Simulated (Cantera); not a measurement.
Charge: 1 mol SiHCl₃, 0.06 mol HCl, 17 mol H₂, at 1073 K and 100 Torr.

Cantera's Mixture.equilibrate('TP', solver="vcs", rtol=1e-11, max_steps=5000) on the NASA tables stopped like this:

```
ERROR: FAILURE its = 5001!

*******************************************************************************
CanteraError thrown by MultiPhase::equilibrate:
VCS solver failed. Return code: -1
*******************************************************************************
```

Problem. What got this run through?

Solution. This is not unique; one that fits is The failure is numerical, not chemical. The same input converged with solver="gibbs", rtol=1e-10, max_steps=50000, and the result passed a check of the equilibrium conditions:
```
       temperature   1073 K
          pressure   13332 Pa
           density   0.013373 kg/m^3
  mean mol. weight   8.9489 kg/kmol
   phase of matter   gas

                          1 kg             1 kmol
                     ---------------   ---------------
          enthalpy            -52447       -4.6934e+05  J
   internal energy       -1.0494e+06       -9.3908e+06  J
           entropy             22367        2.0016e+05  J/K
    Gibbs function       -2.4052e+07       -2.1524e+08  J
 heat capacity c_p            3731.8             33395  J/K
 heat capacity c_v            2802.7             25081  J/K

                      mass frac. Y      mole frac. X     chem. pot. / RT
                     ---------------   ---------------   ---------------
               HCL           0.09907          0.024317           -40.538
                H2           0.21084           0.93589           -19.765
             SiCL2          0.013603         0.0012298           -65.122
             SiCL3           0.02075         0.0013813           -95.777
             SiCL4           0.47123          0.024823           -126.43
            SiHCL3           0.17716          0.011705           -105.66
           SiH2CL2         0.0072715        0.00064427           -84.887
     [  +12 minor]        6.9479e-05        9.4087e-06

Si(cr)            2.69224e-01 mol
```

The gas is ideal and each condensed phase is pure. The tables' values for SiCl3 are old estimates; treat these amounts as uncertain.
